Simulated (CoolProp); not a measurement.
Vapour-liquid equilibrium of acetone (1) + water (2) at 17.3 bar; x and y are mole fractions of (1).

The numbers come from the multi-fluid Helmholtz-energy mixture model, Lemmon 2006 and Wagner 2002; pair parameters Bell 2016 in CoolProp.

```tsv
x	bubble temperature (K)	y at the bubble point	dew temperature at overall composition x (K)	liquid density (mol/L)
0.05	471.8	0.154	476.3	42.51
0.125	464.2	0.316	473.1	36.26
0.2	458.9	0.420	469.8	31.29
0.275	455.4	0.490	466.2	27.26
0.35	452.9	0.541	462.5	23.94
0.425	451.0	0.584	458.7	21.18
0.5	449.5	0.624	454.9	18.87
0.575	448.2	0.665	451.4	16.92
0.65	447.2	0.710	448.7	15.26
0.725	446.3	0.760	446.9	13.82
0.8	445.7	0.816	445.8	12.58
0.875	445.3	0.879	445.4	11.50
0.95	445.3	0.949	445.3	10.54
```

y crosses x between x = 0.875 and 0.95: the model has an azeotrope there.

Pair parameters are fitted to limited data, so mixtures are less certain than the pure fluids.
